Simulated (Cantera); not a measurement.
An adiabatic, constant-pressure homogeneous reactor starts with H₂ : O₂ : N₂ : H₂O = 1 : 0.658 : 6.58 : 1.2 (molar parts), at 1775 K and 73000 Pa. Integrator tolerance rtol = 1e-08.

Computed with Cantera and the H2/O2 subset of GRI-Mech 3.0, which has no nitrogen chemistry.

Question: What does this change do: O2 0.658 to 0.94 parts?

Answer: 
```csv
quantity,before,after
time of steepest temperature rise,19.9 µs,18.2 µs
temperature at 0.900 s,2379 K,2368 K
equilibrium temperature,2379 K,2368 K
x(H₂) at 0.900 s,0.00649 (gas-phase equilibrium 0.00649),0.00378 (gas-phase equilibrium 0.00378)
x(O₂) at 0.900 s,0.0183 (gas-phase equilibrium 0.0183),0.0460 (gas-phase equilibrium 0.0460)
x(H₂O) at 0.900 s,0.233 (gas-phase equilibrium 0.233),0.228 (gas-phase equilibrium 0.228)
x(H₂O₂) at 0.900 s,1.44e-7 (gas-phase equilibrium 1.44e-7),2.18e-7 (gas-phase equilibrium 2.18e-7)
x(HO₂) at 0.900 s,2.32e-6 (gas-phase equilibrium 2.32e-6),4.44e-6 (gas-phase equilibrium 4.44e-6)
x(OH) at 0.900 s,0.00873 (gas-phase equilibrium 0.00873),0.0105 (gas-phase equilibrium 0.0105)
x(O) at 0.900 s,0.00123 (gas-phase equilibrium 0.00123),0.00184 (gas-phase equilibrium 0.00184)
```

Question: What does this change do: pressure from 73000 Pa to 36000 Pa?

Answer: 
| quantity | before | after |
|---|---|---|
| time of steepest temperature rise | 19.9 µs | 37.5 µs |
| temperature at 0.900 s | 2379 K | 2358 K |
| equilibrium temperature | 2379 K | 2358 K |
| x(H₂) at 0.900 s | 0.00649 (gas-phase equilibrium 0.00649) | 0.00805 (gas-phase equilibrium 0.00805) |
| x(O₂) at 0.900 s | 0.0183 (gas-phase equilibrium 0.0183) | 0.0188 (gas-phase equilibrium 0.0188) |
| x(H₂O) at 0.900 s | 0.233 (gas-phase equilibrium 0.233) | 0.230 (gas-phase equilibrium 0.230) |
| x(H₂O₂) at 0.900 s | 1.44e-7 (gas-phase equilibrium 1.44e-7) | 9.66e-8 (gas-phase equilibrium 9.66e-8) |
| x(HO₂) at 0.900 s | 2.32e-6 (gas-phase equilibrium 2.32e-6) | 1.86e-6 (gas-phase equilibrium 1.86e-6) |
| x(OH) at 0.900 s | 0.00873 (gas-phase equilibrium 0.00873) | 0.00969 (gas-phase equilibrium 0.00969) |
| x(O) at 0.900 s | 0.00123 (gas-phase equilibrium 0.00123) | 0.00158 (gas-phase equilibrium 0.00158) |
